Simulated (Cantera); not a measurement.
A Cantera script and its output.

```python
import numpy as np
import cantera as ct

surf = ct.Interface("diamond.yaml", "diamond_100")
gas, bulk = surf.adjacent["gas"], surf.adjacent["diamond"]
k = surf.kinetics_species_index(bulk.species_names[0])
cover = ["c6HH", "c6H*", "c6*H", "c6**", "c6HM", "c6B"]

rows, drift = [], 0.0
print(f"{'T':>10s}{'um/h':>11s}" + "".join(f"{s:>11s}" for s in cover))
for v in [950, 1025, 1100, 1175, 1250, 1325, 1400]:
    T, P, xH, xCH3 = v, 5600, 0.038, 8.2e-05
    gas.TPX = T, P, {"H": xH, "CH3": xCH3, "CH4": 0.0022, "H2": 1 - xH - xCH3 - 0.0022}
    surf.TP = bulk.TP = T, P
    surf.coverages = "c6H*:0.1, c6HH:0.9"
    surf.advance_coverages(100.0)
    before = surf.coverages
    surf.advance_coverages(100.0)
    drift = max(drift, np.max(np.abs(surf.coverages - before) / (surf.coverages + 1e-9)))
    rate = surf.net_production_rates[k] * bulk.mean_molecular_weight / bulk.density * 3.6e9
    rows.append([rate, *surf[cover].coverages])
    print(f"{v:10.4g}{rate:11.4e}" + "".join(f"{x:11.3e}" for x in rows[-1][1:]))
```

Result:

```
         T       um/h       c6HH       c6H*       c6*H       c6**       c6HM        c6B
       950 1.9125e+00  6.421e-01  1.453e-02  3.347e-01  6.773e-03  1.459e-03  5.190e-09
      1025 2.7128e+00  5.732e-01  2.101e-02  3.926e-01  1.173e-02  1.059e-03  7.361e-09
      1100 3.5203e+00  5.103e-01  2.835e-02  4.415e-01  1.865e-02  7.663e-04  9.553e-09
      1175 3.9693e+00  4.543e-01  3.623e-02  4.809e-01  2.767e-02  5.127e-04  1.077e-08
      1250 3.5076e+00  4.052e-01  4.435e-02  5.111e-01  3.882e-02  2.735e-04  9.518e-09
      1325 2.4970e+00  3.624e-01  5.244e-02  5.330e-01  5.194e-02  1.067e-04  6.776e-09
      1400 1.9037e+00  3.254e-01  6.027e-02  5.474e-01  6.683e-02  3.406e-05  5.166e-09
```

Computed with Cantera and the Harris–Goodwin 1993 mechanism for the reconstructed diamond (100) surface.
